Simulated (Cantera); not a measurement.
Charge: 1 mol Mg(OH)2, 0.014 mol C, 0.47 mol H2, held at 0.135 Torr.

Equilibrium computed with Cantera from the NASA thermochemical tables; the gas is ideal and each condensed phase is pure. Candidate condensed phases: C, C6H6, C7H8, C8H18, H2O, Mg, MgCO3, MgO, Mg(OH)2; 116 gas species. Kinetics and transport are ignored.

x: gas mole fraction; n: condensed amount in mol.

| T (°C) | x H2O | x H2 | x H | x Mg | x OH | x CO | x CO2 | n MgO(s) |
|---|---|---|---|---|---|---|---|---|
| 1502 | 0.655 | 0.321 | 0.0122 | 0.00109 | 0.00155 | 0.00604 | 0.00332 | 0.998 |
| 1527 | 0.654 | 0.318 | ___ | ___ | ___ | 0.00607 | 0.00327 | 0.997 |
| 1552 | 0.652 | 0.315 | 0.0184 | 0.00261 | 0.00267 | 0.00609 | 0.00322 | 0.996 |
| 1577 | 0.650 | 0.311 | 0.0224 | 0.00395 | 0.00346 | 0.00610 | 0.00317 | 0.994 |
| 1602 | 0.647 | 0.306 | ___ | ___ | ___ | 0.00609 | 0.00313 | 0.991 |
| 1627 | 0.644 | 0.299 | 0.0324 | 0.00869 | 0.00572 | 0.00606 | 0.00310 | 0.987 |
| 1652 | 0.640 | 0.291 | 0.0384 | 0.0126 | 0.00731 | 0.00601 | 0.00307 | 0.980 |
| 1677 | 0.635 | 0.281 | 0.0453 | 0.0179 | 0.00930 | 0.00593 | 0.00305 | 0.972 |
| 1702 | 0.629 | 0.269 | 0.0529 | 0.0251 | 0.0118 | 0.00582 | 0.00304 | 0.960 |
| 1727 | 0.621 | 0.254 | 0.0611 | 0.0346 | 0.0149 | 0.00567 | 0.00302 | 0.944 |

Task: Complete the blanks.

Result: 
- 1602, x H: 0.0270
- 1602, x Mg: 0.00591
- 1602, x OH: 0.00446
- 1527, x H: 0.0150
- 1527, x Mg: 0.00169
- 1527, x OH: 0.00204
